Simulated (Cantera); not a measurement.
Mixture: CH4 : O2 : N2 : H2O = 1 : 1.43 : 5.37 : 0.6 (molar parts), equivalence ratio 1.4, at 4.70 bar, adiabatic and at constant pressure. Ignition delay is the time to a rise of 400 K.

Model: GRI-Mech 3.0 (53 species, 325 reactions), integrated in Cantera.

**Question.** Predict: delay at 1298 K; delay at 1398 K; delay at 1498 K; delay at 1598 K; delay at 1698 K; apparent activation energy between 1598 and 1698 K.

**Answer.** 
| Property | Result |
|---|---|
| delay at 1298 K | 4.31 ms |
| delay at 1398 K | 1.43 ms |
| delay at 1498 K | 0.500 ms |
| delay at 1598 K | 0.187 ms |
| delay at 1698 K | 75.8 µs |
| apparent activation energy between 1598 and 1698 K | 200 kJ/mol |
